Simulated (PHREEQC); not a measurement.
Consider water at 20 °C with 0.13 mol/kgw Fe2(SO4)3 and 0.00071 mol/kgw CuCl2. It is in equilibrium with CO2 at log p = -3.4 (atm). Otherwise closed; pH follows from the charge balance.

The numbers come from PHREEQC with the ion-association model, phreeqc.dat.

```tsv
quantity	before	after
pH	2.44	2.67
ionic strength (mol/kgw)	0.374	0.0957
FeSO4+ (mol/kgw)	0.170	0.0377
SO4-2 (mol/kgw)	0.0791	0.0233
Fe(SO4)2- (mol/kgw)	0.0643	0.00719
HSO4- (mol/kgw)	0.00790	0.00211
SI of Hematite (Fe2O3)	+11.92	+12.71
```

Problem. What was changed between the two runs?
A. diluted 2-fold with water
B. diluted 10-fold with water
C. temperature from 20 to 50 °C
D. CuCl2 replaced by NaCl at the same molality
E. diluted 5-fold with water

Solution. E, diluted 5-fold with water

This is a speciation only: nothing precipitates in the calculation. Some of these states are supersaturated (in Hematite (slow to form), Goethite (slow to form), for instance).
